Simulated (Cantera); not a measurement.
## Fe2O3 + CO + N2 (carbothermic reduction)

Input: 1 mol Fe2O3, 1.4 mol CO, 5.8 mol N2, equilibrated at 1.30 bar.

Equilibrium computed with Cantera from the NASA thermochemical tables; the gas is ideal and each condensed phase is pure. Candidate condensed phases: C, Fe, Fe(CO)5, FeO, Fe2O3, Fe3O4; 27 gas species. The tables' stoichiometric FeO is somewhat more stable than real wüstite, so its field is too wide. FeO: taken at fixed stoichiometry. Equilibrium is a limit: real reactors are often held back by kinetics, nucleation or transport.

```json
[
 {"T (K)": "1248", "x N2": "0.806", "x CO2": "0.139", "x CO": "0.0556", "x O2": "<1e-12", "x NO": "6.96e-11", "x Fe": "1.39e-11", "x O": "<1e-12", "n FeO(s)": "2.00", "n FeO(l)": "0"},
 {"T (K)": "1348", "x N2": "0.806", "x CO2": "0.139", "x CO": "0.0556", "x O2": "<1e-12", "x NO": "1.00e-9", "x Fe": "2.25e-10", "x O": "<1e-12", "n FeO(s)": "2.00", "n FeO(l)": "0"},
 {"T (K)": "1448", "x N2": "0.806", "x CO2": "0.139", "x CO": "0.0556", "x O2": "2.29e-11", "x NO": "9.93e-9", "x Fe": "2.45e-9", "x O": "8.19e-12", "n FeO(s)": "2.00", "n FeO(l)": "0"},
 {"T (K)": "1548", "x N2": "0.806", "x CO2": "0.139", "x CO": "0.0556", "x O2": "4.64e-10", "x NO": "7.30e-8", "x Fe": "1.95e-8", "x O": "1.44e-10", "n FeO(s)": "2.00", "n FeO(l)": "0"},
 {"T (K)": "1648", "x N2": "0.806", "x CO2": "0.139", "x CO": "0.0556", "x O2": "6.51e-9", "x NO": "4.21e-7", "x Fe": "1.19e-7", "x O": "1.79e-9", "n FeO(s)": "2.00", "n FeO(l)": "0"},
 {"T (K)": "1748", "x N2": "0.806", "x CO2": "0.139", "x CO": "0.0556", "x O2": "6.71e-8", "x NO": "1.98e-6", "x Fe": "5.32e-7", "x O": "1.67e-8", "n FeO(s)": "0", "n FeO(l)": "2.00"},
 {"T (K)": "1848", "x N2": "0.806", "x CO2": "0.139", "x CO": "0.0556", "x O2": "5.36e-7", "x NO": "7.87e-6", "x Fe": "2.00e-6", "x O": "1.22e-7", "n FeO(s)": "0", "n FeO(l)": "2.00"},
 {"T (K)": "1948", "x N2": "0.806", "x CO2": "0.139", "x CO": "0.0556", "x O2": "3.44e-6", "x NO": "2.71e-5", "x Fe": "6.53e-6", "x O": "7.22e-7", "n FeO(s)": "0", "n FeO(l)": "2.00"},
 {"T (K)": "2048", "x N2": "0.805", "x CO2": "0.139", "x CO": "0.0557", "x O2": "1.83e-5", "x NO": "8.22e-5", "x Fe": "1.89e-5", "x O": "3.60e-6", "n FeO(s)": "0", "n FeO(l)": "2.00"},
 {"T (K)": "2148", "x N2": "0.805", "x CO2": "0.138", "x CO": "0.0559", "x O2": "8.24e-5", "x NO": "0.000224", "x Fe": "4.95e-5", "x O": "1.53e-5", "n FeO(s)": "0", "n FeO(l)": "2.00"},
 {"T (K)": "2248", "x N2": "0.805", "x CO2": "0.138", "x CO": "0.0566", "x O2": "0.000315", "x NO": "0.000550", "x Fe": "0.000120", "x O": "5.67e-5", "n FeO(s)": "0", "n FeO(l)": "2.00"},
 {"T (K)": "2348", "x N2": "0.803", "x CO2": "0.135", "x CO": "0.0586", "x O2": "0.00100", "x NO": "0.00121", "x Fe": "0.000277", "x O": "0.000181", "n FeO(s)": "0", "n FeO(l)": "2.00"},
 {"T (K)": "2448", "x N2": "0.800", "x CO2": "0.131", "x CO": "0.0627", "x O2": "0.00259", "x NO": "0.00234", "x Fe": "0.000630", "x O": "0.000498", "n FeO(s)": "0", "n FeO(l)": "1.99"}
]
```
x: gas mole fraction; n: condensed amount in mol.

From 1248 K to 1648 K the condensed part is FeO(s). From 1748 K to 2448 K the condensed part is FeO(l).
